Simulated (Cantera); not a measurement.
Input (Python, Cantera) and output of one run.

```python
import numpy as np
import cantera as ct

gas_names = [...]  # 136 gases of nasa_gas.yaml made of C, H, N, O
cond_names = """
    C(gr) C6H6(L) C7H8(L) C8H18(L),n-octa H2O(s) H2O(L)
""".split()


# ... load() reads the species with a 1 bar reference pressure and builds the phases ...
atoms = {
    'acetone': {'C': 3, 'H': 6, 'O': 1},
    'NH3': {'N': 1, 'H': 3},
    'H2': {'H': 2},
}
top_T = {'C(gr)': 4500}  # K; cautious upper limits of use, not melting points


# ... equilibrate(T, P, feed) seeds the gas with the atoms and calls Mixture.equilibrate('TP', solver="vcs", rtol=1e-11, max_steps=5000) ...
results = []
feed = {'acetone': 1, 'NH3': 2.4, 'H2': 4.9}  # mol
T = 2725  # K
for P in [10, 46, 220, 1000, 4600, 22000, 100000, 460000, 2200000, 10000000]:
    mix = equilibrate(T, P, feed)
    results.append((T, P, feed, dict(zip(mix.species_names, mix.species_moles))))

top = {s: max(r[3][s] / sum(r[3][g] for g in gas_names) for r in results) for s in gas_names}
cols = sorted((s for s in top if top[s] > 0.0001), key=lambda s: -top[s])[:6]
seen = [c for c in cond_names if any(r[3].get(c, 0) > 1e-12 for r in results)]
print("log10 of partial pressures in bar; condensed amounts in mol")
print(f"{'P/Pa':>10s}" + "".join(f"{s[:9]:>10s}" for s in cols + seen))
for T, P, feed, n in results:
    ng = sum(n[g] for g in gas_names)
    print(f"{P:10.4g}" + "".join(f"{np.log10(max(n[s] / ng * P / 1e5, 1e-99)):10.3f}" for s in cols)
          + "".join(f"{n.get(c, 0):10.4g}" for c in seen))
```

Result:

```
log10 of partial pressures in bar; condensed amounts in mol
      P/Pa         H        H2        CO        N2       HCN C2H2,acet     C(gr)
        10    -4.067    -5.724    -5.409    -5.368    -6.767    -7.902         0
        46    -3.435    -4.461    -4.717    -4.692    -5.557    -6.158         0
       220    -2.853    -3.296    -3.967    -3.958    -4.553    -4.884    0.9293
      1000    -2.385    -2.361    -3.238    -3.238    -3.726    -3.950     1.089
      4600    -1.984    -1.558    -2.526    -2.532    -2.971    -3.147     1.051
   2.2e+04    -1.610    -0.811    -1.819    -1.827    -2.245    -2.399     1.012
     1e+05    -1.266    -0.123    -1.149    -1.158    -1.566    -1.711    0.9906
   4.6e+05    -0.928     0.554    -0.479    -0.489    -0.894    -1.035    0.9754
   2.2e+06    -0.585     1.240     0.204     0.194    -0.209    -0.349    0.9499
     1e+07    -0.257     1.896     0.865     0.856     0.450     0.308    0.8654
```

Equilibrium computed with Cantera from the NASA thermochemical tables; the gas is ideal and each condensed phase is pure. The feed counts by its element totals alone. The ideal-gas law is rough above about 30 bar.
